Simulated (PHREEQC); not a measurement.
Consider water at 90 °C with 0.0039 mol/kgw NH4HS and 0.00061 mol/kgw FeCl2. Closed to the air; pH follows from the charge balance.

All values are PHREEQC results (ion-association model, phreeqc.dat), not measurements.

```json
{
  "pH": "6.96",
  "ionic_strength": "0.00325 mol/kgw",
  "specific_conductance": "1240 µS/cm",
  "total_alkalinity": "3.90 meq/kg"
}
```

| species | molality | activity | log γ |
|---|---|---|---|
| NH4+ | 0.00325 | 0.00302 | -0.032 |
| HS- | 0.00192 | 0.00178 | -0.031 |
| Cl- | 0.00122 | 0.00114 | -0.031 |
| H2S | 0.000657 | 0.000658 | 0.000 |
| NH3 | 0.000654 | 0.000654 | 0.000 |
| Fe(HS)2 | 0.000504 | 0.000505 | 0.000 |
| Fe(HS)3- | 0.000105 | 9.81e-5 | -0.031 |
| OH- | 3.83e-6 | 3.57e-6 | -0.031 |
| Fe+2 | 2.34e-7 | 1.78e-7 | -0.119 |
| H+ | 1.18e-7 | 1.10e-7 | -0.028 |
| S-2 | 1.00e-7 | 7.56e-8 | -0.122 |
| FeOH+ | 2.95e-8 | 2.75e-8 | -0.030 |

No solid was allowed to form. Complexes and solids missing from the database can't appear. At this temperature some constants are extrapolated from 25 °C, and those without enthalpy data are left unchanged.
